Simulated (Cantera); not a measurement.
**Si + HCl + H2 (silicon etching in halogen gases)**

A closed system holds: 1 mol Si, 3.9 mol HCl, a varied amount of H2, held at 1.33 mbar.

Method: chemical equilibrium by Gibbs-energy minimisation in Cantera with the NASA 1993 tables (ideal gas, pure condensed phases). Candidate condensed phases: Si; 19 gas species. The tables' values for SiCl3 are old estimates. The numbers say what is thermodynamically allowed, not how fast it happens.

Problem. Map the stable condensed phases over T = 550, 650, 750, 850, 950, 1050, 1150, 1250, 1350, 1450 K and n(H2) in mol = 1, 1.5, 2.3, 3.5, 5.3, 7.9, 12, 18, 27, 41, 62, 93.

Solution. 
```
T in K \ n(H2) in mol
           1 1.5 2.3 3.5 5.3 7.9  12  18  27  41  62  93
   1450    A   A   A   A   A   A   B   B   B   B   B   B
   1350    A   A   A   A   A   A   B   B   B   B   B   B
   1250    A   A   A   A   A   B   B   B   B   B   B   B
   1150    A   A   A   B   B   B   B   B   B   B   B   B
   1050    B   B   B   B   B   B   B   B   B   B   B   B
    950    B   B   B   B   B   B   B   B   B   B   B   B
    850    B   B   B   B   B   B   B   B   B   B   B   B
    750    B   B   B   B   B   B   B   B   B   B   B   B
    650    B   B   B   B   A   A   A   A   A   A   A   A
    550    B   B   B   A   A   A   A   A   A   A   A   A
```
A: gas only; B: Si.
